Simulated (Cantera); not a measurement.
Input: 1 mol C3H6, 0.031 mol O2, 0.4 mol N2, equilibrated at 1500 °C and 0.00220 bar.

These are equilibrium values from Cantera (NASA tables, ideal gas, pure condensed phases), not measurements of a reactor. Candidate condensed phases: C, C6H6, C7H8, C8H18, H2O; 136 gas species. Equilibrium is a limit: real reactors are often held back by kinetics, nucleation or transport.

Base state: H2 0.860, N2 0.114, CO 0.0179, H 0.00563, HCN 0.00168, C2H2 (acetylene) 0.000120, HNC 6.01e-5 (mole fractions); condensed: C(graphite).

**Question.** What changes in the equilibrium state with this change: temperature from 1500 °C to 675 °C?

**Answer.** 
```csv
species,before,after
H2,0.860,0.866
N2,0.114,0.116
CO,0.0179,0.0179
H,0.00563,1.04e-8
HCN,0.00168,6.82e-7
C2H2 (acetylene),0.000120,<1e-9
HNC,6.01e-5,<1e-9
H2O,1.10e-8,3.30e-5
CH4,1.37e-6,0.000283
"C(graphite), mol",2.93,2.94
```

**Question.** What changes in the equilibrium state with this change: temperature from 1500 °C to 2700 °C?

**Answer.** 
```csv
species,before,after
H,0.00563,0.721
C3,<1e-9,0.106
H2,0.860,0.0542
C,<1e-9,0.0178
C2,<1e-9,0.0107
CN,1.43e-7,0.0126
N2,0.114,0.0450
CO,0.0179,0.00882
C5,<1e-9,0.00179
C2H,6.14e-9,0.00685
C4,<1e-9,0.000332
"C(graphite), mol",2.93,0.0398
```
